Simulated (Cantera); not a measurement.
Input (Python, Cantera) and output of one run.

```python
import numpy as np
import cantera as ct

gas_names = """
    C CH CH2 CH3 CH2OH CH3O CH4 CH3OH CN CO CO2 COOH C2 C2H CHCO,ketyl C2H2,acetylene C2H2,vinylidene
    CH2CO,ketene C2H3,vinyl CH3CN CH3CO,acetyl C2H4 C2H4O,ethylen CH3CHO,ethanal CH3COOH (HCOOH)2 C2H5
    C2H6 CH3OCH3 C2H5OH CCN CNC C2N2 C2O C3 C3H3,propargyl C3H4,allene C3H4,propyne C3H4,cyclo-
    C3H5,allyl C3H6,propylene C3H6,cyclo- C3H6O C3H7,n-propyl C3H7,i-propyl C3H8 C3H8O,1propanol
    C3H8O,2propanol C3O2 C4 C4H2 C4H4,1,3-cyclo- C4H6,butadiene C4H6,2-butyne C4H6,cyclo- C4H8,1-butene
    C4H8,cis2-buten C4H8,tr2-butene C4H8,isobutene C4H8,cyclo- (CH3COOH)2 C4H9,n-butyl C4H9,i-butyl
    C4H9,s-butyl C4H9,t-butyl C4H10,isobutane C4H10,n-butane C4N2 C5 C5H6,1,3cyclo- C5H8,cyclo-
    C5H10,1-pentene C5H10,cyclo- C5H11,pentyl C5H11,t-pentyl C5H12,n-pentane C5H12,i-pentane
    CH3C(CH3)2CH3 C6H2 C6H5,phenyl C6H5O,phenoxy C6H6 C6H5OH,phenol C6H10,cyclo- C6H12,1-hexene
    C6H12,cyclo- C6H13,n-hexyl C7H7,benzyl C7H8 C7H8O,cresol C7H14,1-heptene C7H15,n-heptyl
    C7H16,n-heptane C8H8,styrene C8H10,ethylbenz C8H16,1-octene C8H17,n-octyl C8H18,isooctane
    C8H18,n-octane C9H19,n-nonyl C10H8,naphthale C10H21,n-decyl C12H9,o-bipheny C12H10,bipheny H HCN HCO
    HCCN HNC HNCO HNO HNO2 HNO3 HO2 H2 HCHO,formaldehy HCOOH H2O H2O2 N NCO NH NH2 NH3 NH2OH NO NO2 NO3
    N2 N2H2 N2H4 N2O O OH O2 O3 Si SiC SiC2 SiC4H12 SiH SiH2 SiH3 SiH4 SiN SiO SiO2 Si2 Si2C Si2N Si3
""".split()
cond_names = """
    C(gr) C6H6(L) C7H8(L) C8H18(L),n-octa H2O(s) H2O(L) Si(cr) Si(L) SiC(b) SiO2(Lqz) SiO2(hqz) SiO2(L)
    Si2N2O(s) Si3N4(a)
""".split()


def load(file, names, dense=False):
    # The tables refer to 1 bar. Condensed volumes are neglected.
    table = {s.name: s for s in ct.Species.list_from_file(file)}
    out = []
    for n in names:
        d = dict(table[n].input_data)
        d["thermo"] = dict(d["thermo"], **{"reference-pressure": 1e5})
        if dense:
            d["equation-of-state"] = {"model": "constant-volume", "density": "1e6 g/cm^3"}
        out.append(ct.Species.from_dict(d))
    return out


gas = ct.Solution(thermo="ideal-gas", species=load("nasa_gas.yaml", gas_names))
cond = {s.name: ct.Solution(thermo="fixed-stoichiometry", species=[s], name=s.name)
        for s in load("nasa_condensed.yaml", cond_names, dense=True)}
atoms = {
    'SiC': {'Si': 1, 'C': 1},
    'H2O': {'H': 2, 'O': 1},
    'N2': {'N': 2},
}
top_T = {'C(gr)': 4500, 'SiC(b)': 3050, 'Si2N2O(s)': 2100, 'Si3N4(a)': 2400}  # K; cautious upper limits of use, not melting points


def equilibrate(T, P, feed):
    n = {}
    for name, mol in feed.items():
        for a, k in atoms[name].items():
            n[a] = n.get(a, 0.0) + k * mol
    gas.TPX = T, P, n
    mass = sum(n.values()) * gas.mean_molecular_weight
    gas.equilibrate("TP")
    valid = [c for c in cond.values() if c.min_temp <= T <= top_T.get(c.name, c.max_temp)]
    mix = ct.Mixture([(gas, mass / gas.mean_molecular_weight)] + [(c, 0.0) for c in valid])
    mix.T, mix.P = T, P
    mix.equilibrate("TP", solver="vcs", rtol=1e-11, max_steps=5000)
    return mix


results = []
feed = {'SiC': 1, 'H2O': 0.017, 'N2': 11}  # mol
T = 1598.15  # K
P = 110  # Pa
mix = equilibrate(T, P, feed)
results.append((T, P, feed, dict(zip(mix.species_names, mix.species_moles))))
print(gas.report(threshold=0.001))
for i in range(1, mix.n_phases):
    print(f"{mix.phase(i).name:16s} {mix.phase_moles(i):12.5e} mol")
```

It prints:

```
       temperature   1598.2 K
          pressure   110 Pa
           density   0.00023167 kg/m^3
  mean mol. weight   27.985 kg/kmol
   phase of matter   gas

                          1 kg             1 kmol
                     ---------------   ---------------
          enthalpy        1.4884e+06        4.1654e+07  J
   internal energy        1.0136e+06        2.8366e+07  J
           entropy             10750        3.0084e+05  J/K
    Gibbs function       -1.5691e+07       -4.3913e+08  J
 heat capacity c_p            1252.9             35064  J/K
 heat capacity c_v            955.84             26750  J/K

                      mass frac. Y      mole frac. X     chem. pot. / RT
                     ---------------   ---------------   ---------------
                H2        0.00010858         0.0015072           -32.099
                N2           0.99789           0.99687           -33.025
     [ +149 minor]         0.0020049         0.0016246

C(gr)             0.00000e+00 mol
Si(cr)            0.00000e+00 mol
SiC(b)            9.91380e-01 mol
SiO2(hqz)         0.00000e+00 mol
Si2N2O(s)         0.00000e+00 mol
Si3N4(a)          0.00000e+00 mol
```

Equilibrium computed with Cantera from the NASA thermochemical tables; the gas is ideal and each condensed phase is pure.
